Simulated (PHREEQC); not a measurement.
Make-up at 20 °C: 0.76 mol/kgw H2SO4 and 0.052 mol/kgw K2SO4. Closed to the air; pH follows from the charge balance.

Computed with PHREEQC (Pitzer model, pitzer.dat).

This is a speciation only: nothing precipitates in the calculation.

Task: Predict the pH, density.

Result: pH 0.08; density 1.050 g/cm³.

Task: In which forms is S present?

Result: HSO4- 75 %, SO4-2 25 % of the S.

In brines, pH and single-ion activities rest on the MacInnes convention.
